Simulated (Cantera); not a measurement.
Input: 1 mol TEOS, 5.1 mol NO, 130 mol N2, equilibrated at 13.3 mbar.

Cantera equilibrium calculation (NASA polynomials, part measured and part estimated; ideal gas, pure solids and liquids). Candidate condensed phases: C, C6H6, C7H8, C8H18, H2O, Si, SiC, SiO2, Si2N2O, Si3N4; 151 gas species. The feed counts by its element totals alone. Mutual solubility and eutectic melting of coexisting phases are not modelled. The tables hold silica as quartz up to 1696 K and as liquid above; real silica turns to tridymite and cristobalite and melts near 1996 K. Equilibrium is a limit: real reactors are often held back by kinetics, nucleation or transport. All values below are at 1575 K.

Base state: N2 0.876, H2 0.0661, CO 0.0529, SiO 0.00498, H 9.25e-5, H2O 1.34e-5 (mole fractions); condensed: SiO2(β-quartz) + Si2N2O(s).

Question: What changes in the equilibrium state with this change: pressure from 13.3 mbar to 1.00 bar?

Answer: 
```json
[
 {"species": "N2", "before": "0.876", "after": "0.880"},
 {"species": "H2", "before": "0.0661", "after": "0.0665"},
 {"species": "CO", "before": "0.0529", "after": "0.0532"},
 {"species": "SiO", "before": "0.00498", "after": "1.57e-5"},
 {"species": "HCN", "before": "1.50e-6", "after": "2.69e-5"},
 {"species": "H", "before": "9.25e-5", "after": "1.07e-5"},
 {"species": "H2O", "before": "1.34e-5", "after": "5.71e-5"},
 {"species": "CO2", "before": "3.71e-6", "after": "1.57e-5"},
 {"species": "SiO2(β-quartz), mol", "before": "0.148", "after": "0.395"},
 {"species": "Si2N2O(s), mol", "before": "0.0499", "after": "0.301"}
]
```
